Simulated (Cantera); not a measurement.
Charge: 1 mol B, 0.58 mol O₂, 3.7 mol H₂, equilibrated at 2100 K.

Cantera equilibrium calculation (NASA polynomials, part measured and part estimated; ideal gas, pure solids and liquids). Candidate condensed phases: B, B₂O₃, B₃O₃H₃, H₂O; 23 gas species. The numbers say what is thermodynamically allowed, not how fast it happens.

Question: At 0.0100 bar, list the 5 most abundant gas species with their mole fractions, and the condensed phases.

Answer: H₂ 0.787, HBO 0.0864, BO 0.0402, H 0.0276, B₂O₃ 0.0227. Condensed: gas only.
